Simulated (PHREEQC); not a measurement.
Synthetic water in mmol/kgw, 70 °C, pH 8.02:

```tsv
constituent	mmol/kgw
Na	67.8
K	3.53
Ca	0.494
Mg	7.93
Cl	89.6
S(6)	1.39
Alkalinity (meq/kgw)	0.0923
B	0.0285
```

Valence states are taken as typed.

Equilibrium calculation in PHREEQC: Pitzer model, pitzer.dat.

Q: The ionic strength comes out as 0.100 mol/kgw. What activity coefficients do K+, OH-, Mg+2, SO4-2, Cl- get?

A: K+ 0.76, OH- 0.73, Mg+2 0.35, SO4-2 0.25, Cl- 0.75. Single-ion values are on the MacInnes scale.

No solid was allowed to form. Species that the database lacks are ignored. Constants without temperature data keep their 25 °C values here.
